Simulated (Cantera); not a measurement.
Charge: 1 mol SiH4, 0.0057 mol Cl2, 7.8 mol H2, at 1148 K and 1.80 bar.

Equilibrium computed with Cantera from the NASA thermochemical tables; the gas is ideal and each condensed phase is pure. Candidate condensed phases: Si; 19 gas species. Kinetics and transport are ignored.

Base state: H2 0.999, HCl 0.00113 (mole fractions); condensed: Si(s).

Question: What changes in the equilibrium state with this change: temperature from 1148 K to 900 K?

Answer: 
```
species      before     after
----------  -------  --------
H2            0.999     0.999
HCl         0.00113  0.000506
SiHCl3      3.10e-6  0.000135
SiCl4       1.75e-7   2.41e-5
SiH2Cl2     6.90e-6   7.20e-5
Si(s), mol    1.000     0.998
```
